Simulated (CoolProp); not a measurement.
Carbon monoxide at 376.36 K and 12.4 MPa is throttled through a valve to 1.5 MPa with no heat exchange. Each further row changes one setting.

The numbers come from the reference Helmholtz-energy equation of state, Lemmon 2006 in CoolProp. It is a short technical equation, of lower accuracy than the large ones.

| case | temperature change (K) | final density (kg/m³) |
|---|---|---|
| as stated | -12.2 | 13.9 |
| outlet pressure 0.45 MPa | -13.9 | 4.18 |
| outlet pressure 1.95 MPa | -11.6 | 18.0 |
